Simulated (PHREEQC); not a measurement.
1 kg of water holding 22 mmol/kgw K2SO4, 9.3 mmol/kgw NaCl and 48 mmol/kgw Na2SO4 is evaporated at 75 °C; the solids stay in contact with the brine. CO2 from the air is kept out. The run lets Arcanite, Glaserite, Halite, Mirabilite, Misenite, Sylvite, Thenardite precipitate or redissolve, and no other solid.

Model: Pitzer model, pitzer.dat, run in PHREEQC.

Q: Predict ionic strength at water left (kg) = 0.4563, 0.2533, 0.01627.

A: 
```
water left (kg)  ionic strength
---------------  --------------
0.4563                    0.481
0.2533                    0.866
0.01627                    11.6
```

Species that the database lacks are ignored. Away from 25 °C the constants follow the database's enthalpies or fits; those with neither stay at their 25 °C values.
